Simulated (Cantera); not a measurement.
Mixture: CO : H2 : CH4 : O2 : N2 = 1 : 0.53 : 0.58 : 4.38 : 14.4 (molar parts), equivalence ratio 0.44, at 170000 Pa, adiabatic and at constant pressure. Ignition delay is the time to a rise of 400 K.

Cantera simulation using GRI-Mech 3.0 (53 species, 325 reactions); the numbers are that mechanism's predictions, not measurements. Below about 1000 K GRI-Mech 3.0 lacks low-temperature oxidation paths. Below about 950 K walls govern HO2 and H2O2 in real vessels.

Task: What does this change do: CH4 0.58 to 0.81 parts?

Result: 
```json
[
 {"quantity": "delay at 900 K", "before": "0.188 s", "after": "0.179 s"},
 {"quantity": "delay at 1000 K", "before": "5.53 ms", "after": "6.99 ms"},
 {"quantity": "delay at 1100 K", "before": "1.02 ms", "after": "1.58 ms"},
 {"quantity": "delay at 1200 K", "before": "0.351 ms", "after": "0.598 ms"},
 {"quantity": "apparent activation energy between 1150 and 1250 K", "before": "110 kJ/mol", "after": "100 kJ/mol"}
]
```

Task: What does this change do: constant volume in place of constant pressure?

Result: 
```csv
quantity,before,after
delay at 900 K,0.188 s,0.164 s
delay at 1000 K,5.53 ms,4.86 ms
delay at 1100 K,1.02 ms,0.917 ms
delay at 1200 K,0.351 ms,0.321 ms
apparent activation energy between 1150 and 1250 K,110 kJ/mol,110 kJ/mol
```
